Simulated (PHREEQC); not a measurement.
Dissolve 0.58 mol/kgw HF and 0.0013 mol/kgw (CH3)4NF at 25 °C. Closed to the air; pH follows from the charge balance.

The numbers come from PHREEQC with the ion-association model, phreeqc.dat.

This is a speciation only: nothing precipitates in the calculation.

Q: Order these F species by the share of F that they hold, largest first: HF, HF2-, F-.

A: HF (89 %), HF2- (8.9 %), F- (2.2 %)

The pH is 1.49 and the ionic strength 0.0387 mol/kgw. (CH3)4N+ isn't in the database: it is added as a free cation with an ion size of 4 Å.
